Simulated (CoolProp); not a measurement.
Vapour pressure (bar) of propylene: the reference equation beside estimates from Tc = 364.2 K, pc = 45.55 bar, ω = 0.146. Clausius-Clapeyron is anchored at 244.3 K with a constant enthalpy of vaporisation of 17.55 kJ/mol.

The numbers come from the reference Helmholtz-energy equation of state, Lemmon 2013 in CoolProp.

| T (K) | reference | Clausius-Clapeyron | van der Waals | Soave-Redlich-Kwong | Peng-Robinson |
|---|---|---|---|---|---|
| 235.4 | 1.554 | 1.595 | 6.001 | 1.544 | 1.558 |
| 238.3 | 1.749 | 1.779 | 6.411 | 1.740 | 1.751 |
| 241.3 | 1.970 | 1.986 | 6.855 | 1.961 | 1.971 |
| 244.3 | 2.211 | 2.211 | 7.319 | 2.204 | 2.211 |
| 247.3 | 2.475 | 2.456 | 7.803 | 2.469 | 2.473 |
| 250.3 | 2.761 | 2.720 | 8.307 | 2.757 | 2.758 |
| 253.3 | 3.072 | 3.006 | 8.833 | 3.070 | 3.067 |
| 256.3 | 3.409 | 3.314 | 9.380 | 3.410 | 3.402 |
| 259.3 | 3.773 | 3.645 | 9.949 | 3.777 | 3.764 |
| 262.3 | 4.165 | 4.000 | 10.54 | 4.173 | 4.155 |
| 265.3 | 4.587 | 4.381 | 11.15 | 4.600 | 4.575 |

Absolute difference from the reference over all 11 rows, mean and median: Clausius-Clapeyron 2.2 and 2.1 %, van der Waals 206.4 and 200.9 %, Soave-Redlich-Kwong 0.3 and 0.2 %, Peng-Robinson 0.2 and 0.2 %.
